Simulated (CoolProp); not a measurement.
Water along the isotherm 704.1 K: density (kg/m³) from the reference equation and from simpler models built on Tc = 647.1 K, pc = 22.06 MPa, ω = 0.344; each cubic takes its own stable root.

Values from CoolProp's reference Helmholtz-energy equation of state, Wagner 2002.

```
p (MPa)          phase  reference
-------  -------------  ---------
0.174              gas     0.5365
0.263              gas     0.8117
0.397              gas      1.227
0.599              gas      1.855
0.903              gas      2.807
1.36               gas      4.249
2.06               gas      6.488
3.1                gas      9.884
4.68               gas      15.22
7.06               gas      23.69
10.6               gas      37.47
16.1               gas      62.71
24.2     supercritical      114.8
36.6     supercritical      293.0
55.2     supercritical      510.0
```

Problem. How far does each simpler model (Redlich-Kwong, Soave-Redlich-Kwong) lie from the reference over these 15 states: mean and median of the absolute difference, and the worst?

Solution. 
- Redlich-Kwong: mean 2.8 %, median 0.4 %, worst -26.8 % at 704.1 K and 55.2 MPa
- Soave-Redlich-Kwong: mean 3.8 %, median 0.1 %, worst -31.6 % at 704.1 K and 55.2 MPa
